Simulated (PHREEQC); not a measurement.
A solution holds 0.039 mol/kgw ZnSO4, 0.00018 mol/kgw CdCl2 and 6.7e-05 mol/kgw KHSO4, at 20 °C. Closed to the air; pH follows from the charge balance.

Equilibrium calculation in PHREEQC: ion-association model, phreeqc.dat.

```yaml
pH: 4.48
ionic_strength: 0.0882 mol/kgw
density: 1.004 g/cm³
total_alkalinity: -0.0670 meq/kg
```

| species | molality | activity | log γ |
|---|---|---|---|
| Zn+2 | 0.0220 | 0.00866 | -0.404 |
| SO4-2 | 0.0195 | 0.00761 | -0.408 |
| ZnSO4 | 0.0146 | 0.0149 | 0.009 |
| Zn(SO4)2-2 | 0.00246 | 0.000956 | -0.410 |
| Cl- | 0.000352 | 0.000274 | -0.110 |
| Cd+2 | 8.97e-5 | 3.49e-5 | -0.410 |
| CdSO4 | 7.28e-5 | 7.43e-5 | 0.009 |
| K+ | 6.40e-5 | 4.96e-5 | -0.111 |
| H+ | 3.96e-5 | 3.29e-5 | -0.080 |
| HSO4- | 2.77e-5 | 2.19e-5 | -0.102 |
| Cd(SO4)2-2 | 1.64e-5 | 6.39e-6 | -0.410 |
| ZnCl+ | 6.55e-6 | 5.10e-6 | -0.108 |
| KSO4- | 3.04e-6 | 2.43e-6 | -0.098 |
| CdCl+ | 1.14e-6 | 8.97e-7 | -0.102 |

Precipitation was switched off in this run. Species that the database lacks are ignored.
